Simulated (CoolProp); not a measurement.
Properties of hydrogen chloride along the isobar 22.5 bar.

Model: reference Helmholtz-energy equation of state, Thol 2018, in CoolProp.

| T (K) | phase | Z | cp (kJ/(kg K)) | Joule-Thomson coefficient (K/MPa) | fugacity coefficient |
|---|---|---|---|---|---|
| 193 | liquid | 0.04347 | 1.657 | -0.3038 | 0.05915 |
| 215.8 | liquid | 0.04094 | 1.686 | -0.2523 | 0.1675 |
| 238.5 | liquid | 0.03935 | 1.753 | -0.1627 | 0.3725 |
| 261.3 | liquid | 0.03876 | 1.898 | 0.005658 | 0.6980 |
| 284.1 | gas | 0.8218 | 1.277 | 16.58 | 0.8481 |
| 306.9 | gas | 0.8681 | 1.093 | 13.92 | 0.8817 |
| 329.6 | gas | 0.8979 | 0.9970 | 11.92 | 0.9055 |
| 352.4 | gas | 0.9187 | 0.9402 | 10.37 | 0.9232 |
| 375.2 | gas | 0.9340 | 0.9046 | 9.145 | 0.9366 |
| 397.9 | gas | 0.9456 | 0.8814 | 8.167 | 0.9472 |
| 420.7 | gas | 0.9547 | 0.8656 | 7.362 | 0.9556 |
| 443.5 | gas | 0.9620 | 0.8546 | 6.690 | 0.9625 |
| 466.3 | gas | 0.9679 | 0.8470 | 6.119 | 0.9682 |
| 489 | gas | 0.9728 | 0.8417 | 5.628 | 0.9729 |
| 511.8 | gas | 0.9769 | 0.8380 | 5.195 | 0.9768 |
